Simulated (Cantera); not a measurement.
A closed system holds: 1 mol Si3H8, 0.86 mol HCl, 110 mol H2, at 1823 K and 0.00120 bar.

These are equilibrium values from Cantera (NASA tables, ideal gas, pure condensed phases), not measurements of a reactor. Candidate condensed phases: Si; 19 gas species. The feed counts by its element totals alone. The tables' values for SiCl are old estimates; treat these amounts as uncertain. Gases not in the tables: Si2H6 and higher silanes. The numbers say what is thermodynamically allowed, not how fast it happens.

Base state: H2 0.976, H 0.0124, HCl 0.00698, Si 0.00368, SiCl2 0.000149, SiH 0.000135, SiCl 6.82e-5, Cl 6.74e-5 (mole fractions); condensed: Si(l).

### Question
What changes in the equilibrium state with this change: temperature from 1823 K to 925 K?

### Answer
```csv
species,before,after
H2,0.976,0.993
HCl,0.00698,0.00644
SiCl4,<1e-9,0.000154
H,0.0124,7.49e-9
Si,0.00368,<1e-9
SiH,0.000135,<1e-9
SiHCl3,<1e-9,8.61e-5
SiCl,6.82e-5,<1e-9
Cl,6.74e-5,<1e-9
"Si(l), mol",2.52,0
"Si(s), mol",0,2.96
```
The tables' values for SiCl3 are old estimates; treat these amounts as uncertain.

### Question
What changes in the equilibrium state with this change: temperature from 1823 K to 900 K?

### Answer
| species | before | after |
|---|---|---|
| H2 | 0.976 | 0.994 |
| HCl | 0.00698 | 0.00580 |
| SiCl4 | <1e-9 | 0.000281 |
| H | 0.0124 | 3.36e-9 |
| Si | 0.00368 | <1e-9 |
| SiHCl3 | <1e-9 | 0.000137 |
| SiH | 0.000135 | <1e-9 |
| SiCl | 6.82e-5 | <1e-9 |
| Cl | 6.74e-5 | <1e-9 |
| Si(l), mol | 2.52 | 0 |
| Si(s), mol | 0 | 2.94 |
The tables' values for SiCl3 are old estimates; treat these amounts as uncertain.

### Question
What changes in the equilibrium state with this change: temperature from 1823 K to 998.15 K?

### Answer
```json
[
 {"species": "H2", "before": "0.976", "after": "0.993"},
 {"species": "HCl", "before": "0.00698", "after": "0.00718"},
 {"species": "SiCl2", "before": "0.000149", "after": "8.78e-5"},
 {"species": "H", "before": "0.0124", "after": "6.21e-8"},
 {"species": "Si", "before": "0.00368", "after": "<1e-9"},
 {"species": "SiH", "before": "0.000135", "after": "<1e-9"},
 {"species": "SiCl", "before": "6.82e-5", "after": "<1e-9"},
 {"species": "Cl", "before": "6.74e-5", "after": "<1e-9"},
 {"species": "SiH2", "before": "3.43e-5", "after": "<1e-9"},
 {"species": "Si(l), mol", "before": "2.52", "after": "0"},
 {"species": "Si(s), mol", "before": "0", "after": "2.99"}
]
```
